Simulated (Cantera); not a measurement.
A perfectly stirred reactor is fed with H2 : O2 : N2 = 1.7 : 1 : 1.6 (molar parts), at 0.987 atm; it is held at 1225 K, and followed from long to short residence time.

Cantera simulation using GRI-Mech 3.0 (53 species, 325 reactions); the numbers are that mechanism's predictions, not measurements. The temperature is held fixed by assumption; the heat of reaction is taken as removed at once.

What does this change do: temperature 1225 to 825 K?


| quantity | before | after |
|---|---|---|
| x(H2) at τ = 8.60 s | 0.000180 | 0.359 |
| x(O2) at τ = 8.60 s | 0.0436 | 0.214 |
| x(OH) at τ = 8.60 s | 2.09e-5 | 1.39e-9 |
| x(H) at τ = 8.60 s | 3.03e-7 | 1.06e-8 |
| x(H2O) at τ = 8.60 s | 0.493 | 0.0447 |
| x(H2) at τ = 55.0 ms | 0.00331 | 0.395 |
| x(O2) at τ = 55.0 ms | 0.0450 | 0.233 |
| x(OH) at τ = 55.0 ms | 0.000165 | <1e-12 |
| x(H) at τ = 55.0 ms | 3.88e-5 | 4.64e-12 |
| x(H2O) at τ = 55.0 ms | 0.488 | 2.23e-8 |
Below about 950 K walls govern HO2 and H2O2 in real vessels.

What does this change do: pressure from 0.987 atm to 0.132 atm?


| quantity | before | after |
|---|---|---|
| x(H2) at τ = 8.60 s | 0.000180 | 0.000236 |
| x(O2) at τ = 8.60 s | 0.0436 | 0.0435 |
| x(OH) at τ = 8.60 s | 2.09e-5 | 0.000327 |
| x(H) at τ = 8.60 s | 3.03e-7 | 1.32e-5 |
| x(H2O) at τ = 8.60 s | 0.493 | 0.492 |
| x(H2) at τ = 55.0 ms | 0.00331 | 0.00620 |
| x(O2) at τ = 55.0 ms | 0.0450 | 0.0460 |
| x(OH) at τ = 55.0 ms | 0.000165 | 0.00180 |
| x(H) at τ = 55.0 ms | 3.88e-5 | 0.00194 |
| x(H2O) at τ = 55.0 ms | 0.488 | 0.482 |
